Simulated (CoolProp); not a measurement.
Model: reference Helmholtz-energy equation of state, Lemmon 2006, in CoolProp. It is a short technical equation, of lower accuracy than the large ones.

Task: For C2F6 (R116), give the phase and the density (kg/m³), cv (kJ/(kg K)), Joule-Thomson coefficient (K/MPa), viscosity (µPa s) at 279 K and 0.624 MPa; 297.3 K and 0.624 MPa; 315.5 K and 0.624 MPa.

Result: 
- 279 K and 0.624 MPa: gas; density 40.6, cv 0.694, Joule-Thomson coefficient 11.0, viscosity 13.2
- 297.3 K and 0.624 MPa: gas; density 37.4, cv 0.720, Joule-Thomson coefficient 8.97, viscosity 14.1
- 315.5 K and 0.624 MPa: gas; density 34.7, cv 0.745, Joule-Thomson coefficient 7.48, viscosity 15.0

Viscosity comes from a separate model (Huber 2003), an estimate that may be off by 10 % or more.
